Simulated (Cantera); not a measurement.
Cantera run:

```python
import numpy as np
import cantera as ct

gas_names = """
    B BH BH2 BH3 BN B2 H H2 N NH NH2 NH3 N2 N2H2 N2H4
""".split()
cond_names = """
    B(b) B(L) BN(s)
""".split()


# ... load() reads the species with a 1 bar reference pressure and builds the phases ...
atoms = {
    'borazine': {'B': 3, 'N': 3, 'H': 6},
    'N2': {'N': 2},
}
top_T = {'BN(s)': 3200}  # K; cautious upper limits of use, not melting points


# ... equilibrate(T, P, feed) seeds the gas with the atoms and calls Mixture.equilibrate('TP', solver="vcs", rtol=1e-11, max_steps=5000) ...
results = []
feed = {'borazine': 1, 'N2': 0.48}  # mol
T = 1075  # K
P = 10000  # Pa
mix = equilibrate(T, P, feed)
results.append((T, P, feed, dict(zip(mix.species_names, mix.species_moles))))
x = sorted(zip(gas.X, gas.species_names), reverse=True)
print(f"T = {T:g} K  P = {P:g} Pa  gas = {mix.phase_moles(0):.4g} mol")
print("   x: " + "  ".join(f"{s} {v:.3e}" for v, s in x if v > 1e-05))
print("   condensed (mol): " + ("  ".join(f"{mix.phase(i).name} {mix.phase_moles(i):.4g}"
      for i in range(1, mix.n_phases) if mix.phase_moles(i) > 1e-12) or "none"))
```

Output:

```
T = 1075 K  P = 10000 Pa  gas = 3.48 mol
   x: H2 8.621e-01  N2 1.379e-01  NH3 1.088e-05
   condensed (mol): BN(s) 3
```

These are equilibrium values from Cantera (NASA tables, ideal gas, pure condensed phases), not measurements of a reactor. The feed counts by its element totals alone.
